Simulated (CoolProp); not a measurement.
R1132(E) along the isotherm 400 K: fugacity coefficient from the reference equation and from simpler models built on Tc = 348.8 K, pc = 5.174 MPa, ω = 0.245; each cubic takes its own stable root.

Computed with CoolProp (reference Helmholtz-energy equation of state, Akasaka 2024).

| p (MPa) | phase | reference | van der Waals | Redlich-Kwong | Soave-Redlich-Kwong | Peng-Robinson |
|---|---|---|---|---|---|---|
| 0.542 | gas | 0.9776 | 0.9779 | 0.9763 | 0.9780 | 0.9746 |
| 1.08 | gas | 0.9556 | 0.9560 | 0.9530 | 0.9565 | 0.9500 |
| 1.62 | gas | 0.9338 | 0.9342 | 0.9300 | 0.9351 | 0.9257 |
| 2.17 | gas | 0.9118 | 0.9121 | 0.9068 | 0.9137 | 0.9015 |
| 2.71 | gas | 0.8904 | 0.8904 | 0.8843 | 0.8930 | 0.8782 |
| 3.25 | gas | 0.8693 | 0.8688 | 0.8621 | 0.8725 | 0.8553 |
| 3.79 | gas | 0.8484 | 0.8473 | 0.8402 | 0.8523 | 0.8330 |
| 4.33 | gas | 0.8278 | 0.8258 | 0.8185 | 0.8324 | 0.8111 |
| 4.88 | gas | 0.8070 | 0.8038 | 0.7967 | 0.8124 | 0.7893 |
| 5.42 | supercritical | 0.7868 | 0.7822 | 0.7756 | 0.7931 | 0.7683 |
| 5.96 | supercritical | 0.7668 | 0.7606 | 0.7547 | 0.7741 | 0.7479 |
| 6.5 | supercritical | 0.7471 | 0.7388 | 0.7341 | 0.7554 | 0.7279 |
